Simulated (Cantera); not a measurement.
Source: NASA polynomial tables (part measured, part estimated), evaluated in Cantera. Values are per mole of reaction as written; species without (g) are pure solids or liquids, kept so even where they would boil at 1 bar.

a) 0.8 Ta + O2(g) → 0.4 Ta2O5
b) 1.333 B + O2(g) → 0.6667 B2O3(g)
c) 2 H2(g) + O2(g) → 2 H2O(g)
d) 0.8 V + O2(g) → 0.4 V2O5
e) 2 Pb + O2(g) → 2 PbO(g)

Task: Order these by ΔG° at 973 K, most negative first.

Result: a (-647 kJ), b (-533 kJ), d (-454 kJ), c (-388 kJ), e (14 kJ)
